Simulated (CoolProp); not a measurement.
Properties of ethanol along the isobar 0.128 MPa (Tc = 241.6 °C, pc = 6.268 MPa, ω = 0.644).

Values from CoolProp's reference Helmholtz-energy equation of state, Schroeder 2014.

```csv
T (°C),phase,expansivity (1/kK),viscosity (µPa s)
172.55,gas,2.384,13.2
189.95,gas,2.270,13.7
207.35,gas,2.170,…
224.85,gas,2.079,14.7
242.25,gas,1.998,…
259.65,gas,1.924,15.7
277.15,gas,1.856,…
294.55,gas,1.794,16.7
311.95,gas,1.736,17.1
329.45,gas,1.682,17.6
346.85,gas,1.632,18.1
```

Task: What belongs in the gaps?

Result: 
- 207.35, viscosity (µPa s): 14.2
- 242.25, viscosity (µPa s): 15.2
- 277.15, viscosity (µPa s): 16.2

Viscosity comes from a separate model (Kiselev 2005).
